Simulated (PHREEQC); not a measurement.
Consider water at 75 °C with 0.097 mol/kgw KOH, 0.095 mol/kgw K2SO4 and 0.3 mol/kgw KH2PO4. Closed to the air; pH follows from the charge balance.

The numbers come from PHREEQC with the ion-association model, phreeqc.dat.

Precipitation was switched off in this run.

Task: Order these P species by the share of P that they hold, largest first: HPO4-2, KHPO4-, H2PO4-.

Result: H2PO4- (68 %), HPO4-2 (28 %), KHPO4- (4.4 %)

The pH is 6.13 and the ionic strength 0.652 mol/kgw. Species that the database lacks are ignored. Away from 25 °C the constants follow the database's enthalpies or fits; those with neither stay at their 25 °C values.
